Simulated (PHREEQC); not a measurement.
0.5 mol of Zn3(PO4)2:4w (Zn3(PO4)2:4H2O) is brought to equilibrium with 1 kg of water, at 25 °C under several pressures of CO2. Oxygen is held at 0.21 atm. Only these solids could form: Zn3(PO4)2:4w, Zn(OH)2-e, Smithsonite.

Computed with PHREEQC (ion-association model, wateq4f.dat).

| log pCO2 (atm) | pH | dissolved Zn (mol/kgw) | dissolved P (mol/kgw) | H2PO4- (mol/kgw) | CO2 (mol/kgw) | Zn+2 (mol/kgw) | ZnHCO3+ (mol/kgw) | HCO3- (mol/kgw) |
|---|---|---|---|---|---|---|---|---|
| -5 | 7.98 | 3.23e-5 | 2.15e-5 | 3.04e-6 | 3.40e-7 | 2.64e-5 | 4.60e-8 | 1.45e-5 |
| -4.5 | 7.73 | 3.99e-5 | 2.66e-5 | 5.92e-6 | 1.08e-6 | 3.60e-5 | 1.13e-7 | 2.63e-5 |
| -4 | 7.46 | 5.40e-5 | 3.60e-5 | 1.25e-5 | 3.40e-6 | 5.11e-5 | 2.68e-7 | 4.42e-5 |
| -3.5 | 7.18 | 7.77e-5 | 5.18e-5 | 2.60e-5 | 1.08e-5 | 7.50e-5 | 6.49e-7 | 7.39e-5 |
| -3 | 6.90 | 0.000117 | 7.81e-5 | 5.09e-5 | 3.40e-5 | 0.000113 | 1.63e-6 | 0.000124 |
| -2.5 | 6.63 | 0.000184 | 0.000123 | 9.52e-5 | 0.000108 | 0.000178 | 4.22e-6 | 0.000210 |
| -2 | 6.36 | 0.000299 | 0.000199 | 0.000172 | 0.000340 | 0.000285 | 1.12e-5 | 0.000356 |
| -1.5 | 6.08 | 0.000501 | 0.000334 | 0.000307 | 0.00108 | 0.000467 | 3.02e-5 | 0.000606 |
| -1 | 5.81 | 0.000860 | 0.000574 | 0.000548 | 0.00340 | 0.000774 | 8.17e-5 | 0.00103 |
| -0.5 | 5.54 | 0.00152 | 0.00101 | 0.000985 | 0.0108 | 0.00129 | 0.000221 | 0.00177 |
| 0 | 5.27 | 0.00276 | 0.00184 | 0.00181 | 0.0340 | 0.00216 | 0.000591 | 0.00305 |

Complexes and solids missing from the database can't appear. H3PO4, which wateq4f.dat lacks, is added to it with the constant of phreeqc.dat. The database has no phosphate complexes of Zn. The database's zinc carbonate complexes are estimates, stronger than later reviews accept.
